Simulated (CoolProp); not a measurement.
Vapour-liquid equilibrium of R22 (1) + R11 (2) at 23.3 kPa; x and y are mole fractions of (1).

Model: multi-fluid Helmholtz-energy mixture model, Kamei 1995 and Jacobsen 1992; pair parameters Bell 2016, in CoolProp.

```tsv
x	bubble temperature (°C)	y at the bubble point	dew temperature at overall composition x (°C)	liquid density (mol/L)
0.05	-30.0	0.621	-13.1	[?]
0.125	-42.9	0.837	[?]	12.28
0.2	-49.5	0.902	-16.5	12.68
0.275	-53.6	0.931	-18.4	13.04
0.35	-56.4	0.947	-20.4	13.40
0.425	-58.5	0.958	-22.7	13.77
0.5	-60.1	0.966	-25.2	14.15
0.575	-61.5	[?]	-28.0	14.54
0.65	-62.8	0.978	-31.3	14.95
0.725	-63.9	0.983	-35.2	15.38
0.8	-65.0	[?]	-40.0	15.83
0.875	-66.1	0.992	-46.5	16.31
0.95	-67.2	0.997	-56.9	16.82
```

**Question.** What belongs in the gaps?

**Answer.** 
- 0.05, liquid density (mol/L): 11.81
- 0.125, dew temperature at overall composition x (°C): -14.7
- 0.575, y at the bubble point: 0.972
- 0.8, y at the bubble point: 0.987

No azeotrope shows between x = 0.05 and 0.95.

Pair parameters are fitted to limited data, so mixtures are less certain than the pure fluids.
